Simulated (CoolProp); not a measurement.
A single-stage vapour-compression cycle with C2F6 (R116): evaporating at 209.15 K (dew point), condensing at 265.15 K (bubble point), superheat 8 K, subcooling 8 K, compressor efficiency 0.6, no pressure losses. Each further row changes one setting.

The numbers come from the reference Helmholtz-energy equation of state, Lemmon 2006 in CoolProp. It is a short technical equation, of lower accuracy than the large ones.

| case | cooling COP | pressure ratio | discharge temperature (K) | refrigerating effect (kJ/kg) | volumetric capacity (kJ/m³) |
|---|---|---|---|---|---|
| as stated | (withheld) | 7.28 | 289.8 | 64.5 | 1070 |
| evaporating temperature 214.15 K | 1.83 | 5.82 | 287.6 | 67.1 | (withheld) |
| condensing temperature 260.15 K | 1.83 | 6.32 | 284.3 | (withheld) | 1170 |
| subcooling 13 K | 1.70 | 7.28 | 289.8 | 70.4 | 1170 |
| superheat 18 K | 1.62 | 7.28 | 300.5 | 71.2 | 1120 |
| compressor efficiency 0.5 | 1.30 | 7.28 | 299.1 | 64.5 | 1070 |

Q: What belongs in the gaps?

A: 
- as stated, cooling COP: 1.56
- evaporating temperature 214.15 K, volumetric capacity (kJ/m³): 1380
- condensing temperature 260.15 K, refrigerating effect (kJ/kg): 70.3
